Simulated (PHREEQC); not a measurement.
Dissolve 0.025 mol NH4HF2, 3.3e-05 mol H2SiF6, 0.0007 mol H3BO3 and 7.4e-05 mol H2SO4 per kg of water at 75 °C. Closed to the air; pH follows from the charge balance.

All values are PHREEQC results (ion-association model, wateq4f.dat), not measurements.

Each row changes one thing in this solution. No solid was allowed to form.

```tsv
case	pH	ionic strength (mol/kgw)	F- (mol/kgw)	HF (mol/kgw)	HF2- (mol/kgw)	BF4- (mol/kgw)	SI of Quartz (SiO2)
as made	3.56	0.0254	0.0224	0.0205	0.00201	0.000653	-5.29
0.03 mol/kgw HBr added	2.16	0.0332	0.00190	0.0432	0.000359	0.000679	-4.45
diluted 5-fold with water	3.62	0.00528	0.00505	0.00448	9.83e-5	5.02e-5	-2.21
NH4HF2 from 0.025 to 0.0375 mol/kgw	3.54	0.0379	0.0326	0.0303	0.00432	[?]	-6.32
H3BO3 from 0.0007 to 0.00077 mol/kgw	3.56	0.0254	0.0223	[?]	0.00199	0.000718	-5.27
NH4HF2 left out	3.62	0.000314	0.000102	9.56e-5	4.23e-8	1.19e-10	-1.13
0.00051 mol/kgw HF added	3.55	0.0254	0.0224	0.0210	0.00205	0.000654	-5.32
```

Q: Some entries are withheld; supply them.

A: 
- NH4HF2 from 0.025 to 0.0375 mol/kgw, BF4- (mol/kgw): 0.000671
- H3BO3 from 0.0007 to 0.00077 mol/kgw, HF (mol/kgw): 0.0204

Species that the database lacks are ignored. At this temperature some constants are extrapolated from 25 °C, and those without enthalpy data are left unchanged. SiF6-2 is the database's only silicon fluoride. Real BF4- forms and hydrolyses slowly; the run takes it at equilibrium.
